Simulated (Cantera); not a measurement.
An adiabatic, constant-volume homogeneous reactor starts with CH₄ : O₂ : N₂ = 1 : 4.55 : 16.8 (molar parts), equivalence ratio 0.44, at 1300 K and 9.70 bar. Integrator tolerance rtol = 1e-08.

Model: GRI-Mech 3.0 (53 species, 325 reactions), integrated in Cantera.

Question: What does this change do: 0.025 parts C2H6 added?

Answer: 
| quantity | before | after |
|---|---|---|
| time of steepest temperature rise | 1.01 ms | 0.675 ms |
| temperature at 0.300 s | 2422 K | 2459 K |
| equilibrium temperature | 2422 K | 2459 K |
| x(CH₄) at 0.300 s | <1e-12 (gas-phase equilibrium <1e-12) | <1e-12 (gas-phase equilibrium <1e-12) |
| x(O₂) at 0.300 s | 0.106 (gas-phase equilibrium 0.106) | 0.101 (gas-phase equilibrium 0.101) |
| x(CO₂) at 0.300 s | 0.0439 (gas-phase equilibrium 0.0439) | 0.0458 (gas-phase equilibrium 0.0458) |
| x(NO₂) at 0.300 s | 4.03e-5 (gas-phase equilibrium 4.03e-5) | 4.00e-5 (gas-phase equilibrium 4.00e-5) |
| x(HO₂) at 0.300 s | 1.33e-5 (gas-phase equilibrium 1.33e-5) | 1.46e-5 (gas-phase equilibrium 1.46e-5) |
| x(CH₂CO) at 0.300 s | <1e-12 (gas-phase equilibrium <1e-12) | <1e-12 (gas-phase equilibrium <1e-12) |
| x(NO) at 0.300 s | 0.0138 (gas-phase equilibrium 0.0138) | 0.0145 (gas-phase equilibrium 0.0145) |

Question: What does this change do: pressure from 9.70 bar to 6.10 bar?

Answer: 
| quantity | before | after |
|---|---|---|
| time of steepest temperature rise | 1.01 ms | 1.57 ms |
| temperature at 0.300 s | 2422 K | 2417 K |
| equilibrium temperature | 2422 K | 2417 K |
| x(CH₄) at 0.300 s | <1e-12 (gas-phase equilibrium <1e-12) | <1e-12 (gas-phase equilibrium <1e-12) |
| x(O₂) at 0.300 s | 0.106 (gas-phase equilibrium 0.106) | 0.106 (gas-phase equilibrium 0.106) |
| x(CO₂) at 0.300 s | 0.0439 (gas-phase equilibrium 0.0439) | 0.0437 (gas-phase equilibrium 0.0437) |
| x(NO₂) at 0.300 s | 4.03e-5 (gas-phase equilibrium 4.03e-5) | 3.18e-5 (gas-phase equilibrium 3.18e-5) |
| x(HO₂) at 0.300 s | 1.33e-5 (gas-phase equilibrium 1.33e-5) | 1.17e-5 (gas-phase equilibrium 1.17e-5) |
| x(CH₂CO) at 0.300 s | <1e-12 (gas-phase equilibrium <1e-12) | <1e-12 (gas-phase equilibrium <1e-12) |
| x(NO) at 0.300 s | 0.0138 (gas-phase equilibrium 0.0138) | 0.0137 (gas-phase equilibrium 0.0137) |
